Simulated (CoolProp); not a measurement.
Vapour-liquid equilibrium of propylene (1) + R152A (2) at 10.6 kPa; x and y are mole fractions of (1).

Model: multi-fluid Helmholtz-energy mixture model, Lemmon 2013 and Outcalt 1996; pair parameters Bell 2016, in CoolProp.

```
x      bubble temperature, mixture model (°C)  bubble temperature, Raoult's law (°C)  y, mixture model  y, Raoult's law
-----  --------------------------------------  -------------------------------------  ----------------  ---------------
0.05                                    -72.5                                  -67.4             0.424            0.176
0.125                                   -78.7                                  -70.2             0.664            0.376
0.2                                     -82.1                                  -72.6             0.758            0.522
0.275                                   -83.9                                  -74.7             0.803            0.630
0.35                                    -85.0                                  -76.6             0.827            0.713
0.425                                   -85.6                                  -78.4             0.842            0.778
0.5                                     -86.0                                  -79.9             0.852            0.829
0.575                                   -86.3                                  -81.3             0.859            0.870
0.65                                    -86.5                                  -82.6             0.867            0.904
0.725                                   -86.7                                  -83.8             0.876            0.932
0.8                                     -86.9                                  -84.8             0.891            0.955
0.875                                   -87.2                                  -85.8             0.915            0.974
0.95                                    -87.3                                  -86.8             0.956            0.990
```

The largest gap from Raoult's law is -9.5 K in bubble temperature, at x = 0.2. No azeotrope shows between x = 0.05 and 0.95.

The pair parameters rest on a limited set of measurements; away from them the model extrapolates. With so large a gap from Raoult's law the liquid may split in two, which this calculation doesn't test in full.
